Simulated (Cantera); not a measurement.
# Stirred combustor or abatement burner

A perfectly stirred reactor is fed with 3.90 % CH4, 3.35 % H2, 15.5 % O2, 58.5 % N2, 18.7 % H2O, equivalence ratio 0.61, at 330000 Pa; it is adiabatic with a 725 K inlet, and is followed from long to short residence time, starting on the burning branch (τ in s: 0.1, 0.045, 0.02, 0.0086, 0.0038, 0.0017, 0.00073, 0.00032, 0.00014, 6.2e-05, 2.7e-05, 1.2e-05, 5.2e-06).

Computed with Cantera and GRI-Mech 3.0 (53 species, 325 reactions).

| τ (s) | T (K) | x CH4 | x H2 | x O2 | x HCO | x C2H2 | x HO2 | x NO |
|---|---|---|---|---|---|---|---|---|
| 0.10 | 1779 | 5.25e-6 | 6.29e-5 | 0.0614 | 2.67e-9 | 2.32e-9 | 1.45e-6 | 5.48e-6 |
| 0.045 | 1778 | 9.63e-6 | 9.37e-5 | 0.0614 | 5.93e-9 | 6.58e-9 | 1.94e-6 | 3.95e-6 |
| 0.020 | 1776 | 1.71e-5 | 0.000149 | 0.0614 | 1.34e-8 | 1.60e-8 | 2.90e-6 | 3.30e-6 |
| 0.0086 | 1772 | 3.01e-5 | 0.000251 | 0.0615 | 3.15e-8 | 3.52e-8 | 4.74e-6 | 3.08e-6 |
| 0.0038 | 1767 | 5.19e-5 | 0.000422 | 0.0617 | 7.24e-8 | 6.87e-8 | 7.94e-6 | 3.02e-6 |
| 0.0017 | 1758 | 8.97e-5 | 0.000706 | 0.0621 | 1.65e-7 | 1.25e-7 | 1.34e-5 | 2.92e-6 |
| 0.00073 | 1742 | 0.000164 | 0.00121 | 0.0629 | 3.96e-7 | 2.27e-7 | 2.34e-5 | 2.70e-6 |
| 0.00032 | 1716 | 0.000315 | 0.00204 | 0.0645 | 9.33e-7 | 4.19e-7 | 4.07e-5 | 2.34e-6 |
| 0.00014 | 1665 | 0.000735 | 0.00358 | 0.0681 | 2.23e-6 | 1.00e-6 | 7.56e-5 | 1.63e-6 |
| 6.2e-5 | 725 | 0.0390 | 0.0335 | 0.155 | <1e-12 | <1e-12 | <1e-12 | <1e-12 |
| 2.7e-5 | 725 | 0.0390 | 0.0335 | 0.155 | <1e-12 | <1e-12 | <1e-12 | <1e-12 |
| 1.2e-5 | 725 | 0.0390 | 0.0335 | 0.155 | <1e-12 | <1e-12 | <1e-12 | <1e-12 |
| 5.2e-6 | 725 | 0.0390 | 0.0335 | 0.155 | <1e-12 | <1e-12 | <1e-12 | <1e-12 |
x: mole fraction; the columns are a selection and need not sum to one.
